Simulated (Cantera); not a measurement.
Charge: 1 mol SiF4, 3.5 mol O3, 1.4 mol H2, equilibrated at 1.33 mbar.

These are equilibrium values from Cantera (NASA tables, ideal gas, pure condensed phases), not measurements of a reactor. Candidate condensed phases: H2O, Si, SiO2; 38 gas species. The tables hold silica as quartz up to 1696 K and as liquid above; real silica turns to tridymite and cristobalite and melts near 1996 K. The numbers say what is thermodynamically allowed, not how fast it happens.

Q: Which condensed phases are stable at each of these points (T (K)): 775, 875, 975, 1075, 1175, 1275, 1375?

A: 
```csv
T (K),condensed phases,Si condensed (%)
775,SiO2(α-quartz),39.7
875,SiO2(β-quartz),49.8
975,SiO2(β-quartz),56.8
1075,SiO2(β-quartz),61.3
1175,SiO2(β-quartz),64.1
1275,SiO2(β-quartz),65.9
1375,SiO2(β-quartz),67.0
```

At 775 K the condensed part is SiO2(α-quartz). From 875 K to 1375 K the condensed part is SiO2(β-quartz).
